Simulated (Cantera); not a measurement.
A perfectly stirred reactor is fed with H₂ : O₂ = 0.25 : 1 (molar parts), equivalence ratio 0.12, at 1330 Pa; it is held at 1423 K, and followed from long to short residence time.

Detailed kinetics in Cantera: the H2/O2 subset of GRI-Mech 3.0, which has no nitrogen chemistry. Radical loss at walls, strong at low pressure, is not modelled. The temperature is held fixed by assumption; the heat of reaction is taken as removed at once.

What does this change do: O2 1 to 4.1 parts?


```
quantity                  before     after
----------------------  --------  --------
x(H₂) at τ = 12.0 s     0.000161   4.29e-5
x(O₂) at τ = 12.0 s        0.776     0.939
x(H) at τ = 12.0 s       7.22e-5   3.75e-5
x(O) at τ = 12.0 s       0.00107   0.00122
x(H₂O₂) at τ = 12.0 s    4.43e-8   1.42e-8
x(H₂) at τ = 45.0 ms     0.00516  0.000962
x(O₂) at τ = 45.0 ms       0.735     0.910
x(H) at τ = 45.0 ms       0.0147   0.00396
x(O) at τ = 45.0 ms       0.0369    0.0273
x(H₂O₂) at τ = 45.0 ms   1.97e-7   5.27e-8
```

What does this change do: pressure from 1330 Pa to 1600 Pa?


```tsv
quantity	before	after
x(H₂) at τ = 12.0 s	0.000161	0.000129
x(O₂) at τ = 12.0 s	0.776	0.776
x(H) at τ = 12.0 s	7.22e-5	4.99e-5
x(O) at τ = 12.0 s	0.00107	0.000836
x(H₂O₂) at τ = 12.0 s	4.43e-8	4.62e-8
x(H₂) at τ = 45.0 ms	0.00516	0.00436
x(O₂) at τ = 45.0 ms	0.735	0.742
x(H) at τ = 45.0 ms	0.0147	0.0110
x(O) at τ = 45.0 ms	0.0369	0.0304
x(H₂O₂) at τ = 45.0 ms	1.97e-7	2.26e-7
```

What does this change do: temperature 1423 to 1325 K?


```
quantity                  before     after
----------------------  --------  --------
x(H₂) at τ = 12.0 s     0.000161  0.000142
x(O₂) at τ = 12.0 s        0.776     0.776
x(H) at τ = 12.0 s       7.22e-5   6.04e-5
x(O) at τ = 12.0 s       0.00107  0.000832
x(H₂O₂) at τ = 12.0 s    4.43e-8   7.59e-8
x(H₂) at τ = 45.0 ms     0.00516   0.00468
x(O₂) at τ = 45.0 ms       0.735     0.743
x(H) at τ = 45.0 ms       0.0147    0.0130
x(O) at τ = 45.0 ms       0.0369    0.0295
x(H₂O₂) at τ = 45.0 ms   1.97e-7   2.94e-7
```
